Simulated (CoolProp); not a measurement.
Model: reference Helmholtz-energy equation of state, Akasaka 2019, in CoolProp.

Question: For R1234ze(Z), give the phase and the Z, cp (kJ/(kg K)) at 440 K and 12.8 MPa; 440 K and 25.5 MPa.

Answer: 
- 440 K and 12.8 MPa: supercritical; Z 0.459, cp 1.60
- 440 K and 25.5 MPa: supercritical; Z 0.805, cp 1.46
